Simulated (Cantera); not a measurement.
## Si3N4 + H2 (nitride etching)

Charge: 1 mol Si3N4, 85 mol H2, at 4.05 Torr.

These are equilibrium values from Cantera (NASA tables, ideal gas, pure condensed phases), not measurements of a reactor. Candidate condensed phases: Si, Si3N4; 18 gas species. Mutual solubility and eutectic melting of coexisting phases are not modelled. Equilibrium is a limit: real reactors are often held back by kinetics, nucleation or transport.

| T (K) | x H2 | x N2 | x H | x SiH2 | x Si | x SiH | x NH3 | n Si3N4(s) | n Si(s) |
|---|---|---|---|---|---|---|---|---|---|
| 750 | 1.00 | <1e-12 | 4.31e-12 | <1e-12 | <1e-12 | <1e-12 | 1.83e-11 | 1.00 | 0 |
| 850 | 1.00 | 4.39e-11 | 2.79e-10 | <1e-12 | <1e-12 | <1e-12 | 6.64e-11 | 1.00 | 0 |
| 950 | 1.00 | 6.73e-10 | 7.57e-9 | 1.15e-11 | <1e-12 | <1e-12 | 1.15e-10 | 1.00 | 0 |
| 1050 | 1.00 | 2.56e-8 | 1.10e-7 | 3.74e-10 | <1e-12 | 1.41e-12 | 3.67e-10 | 1.000 | 0 |
| 1150 | 1.000 | 1.04e-6 | 1.02e-6 | 4.15e-9 | 3.67e-11 | 5.65e-11 | 1.35e-9 | 1.000 | 0 |
| 1250 | 1.000 | 2.34e-5 | 6.58e-6 | 3.13e-8 | 1.54e-9 | 1.25e-9 | 3.99e-9 | 0.999 | 0.00298 |
| 1350 | 1.000 | 0.000328 | 3.24e-5 | 1.75e-7 | 3.69e-8 | 1.73e-8 | 9.99e-9 | 0.986 | 0.0418 |
| 1450 | 0.997 | 0.00317 | 0.000128 | 7.67e-7 | 5.70e-7 | 1.66e-7 | 2.19e-8 | 0.865 | 0.405 |
x: gas mole fraction; n: condensed amount in mol.

From 750 K to 1150 K the condensed part is Si3N4(s). From 1250 K to 1450 K the condensed part is Si(s) + Si3N4(s).
